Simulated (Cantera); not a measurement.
Charge: 1 mol N2O, 0.13 mol H2O, 2.5 mol H2, 0.012 mol SO2, held at 3473 K and 101000 Pa.

Equilibrium computed with Cantera from the NASA thermochemical tables; the gas is ideal and each condensed phase is pure. The numbers say what is thermodynamically allowed, not how fast it happens.

```tsv
species	before	after
N2	0.210	0.480
O	0.0380	0.168
O2	0.00692	0.135
H2	0.265	0.0128
H	0.284	0.0625
NO	0.00734	0.0491
H2O	0.125	0.0268
OH	0.0608	0.0591
H2S	1.58e-5	3.87e-7
NO2	5.88e-7	1.74e-5
SO2	0.000302	0.00298
SH	0.000239	2.66e-5
HO2	7.76e-6	3.34e-5
NH	1.13e-5	3.76e-6
```
Gas species are given as mole fractions.

Task: What was changed between the two runs?
A) temperature from 3473 K to 2000 K
B) H2 from 2.5 to 9.1 mol
C) H2 from 2.5 to 0.069 mol
D) temperature from 3473 K to 3398.15 K

Result: C, H2 from 2.5 to 0.069 mol
